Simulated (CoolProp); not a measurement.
Saturation properties of water (Tc = 647.1 K, pc = 22.06 MPa, ω = 0.344).

Computed with CoolProp (reference Helmholtz-energy equation of state, Wagner 2002).

```
T (K)  p (MPa)  liquid density (kg/m³)  vapour Z  vapour viscosity (µPa s)  liquid conductivity (mW/(m K))
-----  -------  ----------------------  --------  ------------------------  ------------------------------
423.5   0.4806                   916.7    0.9566                      14.0                             681
430.8   0.5822                   909.7    0.9508                      14.2                             679
438.1   0.7001                   902.6    0.9444                      14.5                             677
445.3   0.8342                   895.2    0.9375                      14.7                             675
452.6   0.9902                   887.6    0.9301                      15.0                             672
459.9    1.168                   879.7    0.9220                      15.2                             668
467.2    1.371                   871.5    0.9133                      15.5                             664
474.5    1.599                   863.1    0.9041                      15.7                             659
481.8    1.857                   854.4    0.8942                      16.0                             654
489      2.141                   845.5    0.8837                      16.2                             649
496.3    2.463                   836.2    0.8725                      16.5                             643
503.6    2.820                   826.5    0.8605                      16.7                             636
510.9    3.217                   816.5    0.8478                      17.0                             629
```

It boils at 373.1 K under 1 atm.

Viscosity comes from a separate model (Huber 2009). Thermal conductivity comes from a separate model (Huber 2012).
